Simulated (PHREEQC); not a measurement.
0.51 g of hydrous ferric oxide (600 m²/g; 0.2 weak and 0.005 strong sites per Fe, Dzombak-Morel constants, diffuse double layer) in 1 kg of water with 0.3 mol/kgw of an inert sodium salt and 0.0065 mmol/kgw ZnCl2 and 0.0064 mmol/kgw ZnSO4, at 25 °C; the pH is set by adding NaOH or the inert anion's acid. Oxygen alone is held at its pressure in air (log pO2 = -0.68). No CO2 enters from the air. No solid was allowed to form.

The numbers come from PHREEQC with the ion-association model, wateq4f.dat.

| pH | Zn sorbed (%) | S sorbed (%) | surface charge σ (C/m²) |
|---|---|---|---|
| 4 | 0.0 | 90.4 | 0.346 |
| 4.5 | 0.4 | 87.6 | 0.315 |
| 5 | 3.0 | [?] | [?] |
| 5.5 | 18.8 | 64.0 | [?] |
| 6 | [?] | 38.0 | [?] |
| 6.5 | 89.6 | 14.8 | 0.106 |
| 7 | [?] | [?] | 0.067 |
| 7.5 | 99.8 | 0.9 | 0.035 |
| 8 | 100.0 | 0.2 | [?] |
| 8.5 | 100.0 | 0.0 | -0.020 |
| 9 | 100.0 | 0.0 | -0.050 |
| 9.5 | 100.0 | 0.0 | -0.085 |
| 10 | 100.0 | 0.0 | -0.129 |

Question: Fill in the missing entries.

Answer: 
- 5, S sorbed (%): 80.3
- 5, surface charge σ (C/m²): 0.267
- 5.5, surface charge σ (C/m²): 0.209
- 6, Zn sorbed (%): 58.7
- 6, surface charge σ (C/m²): 0.154
- 7, Zn sorbed (%): 98.3
- 7, S sorbed (%): 4.0
- 8, surface charge σ (C/m²): 0.007
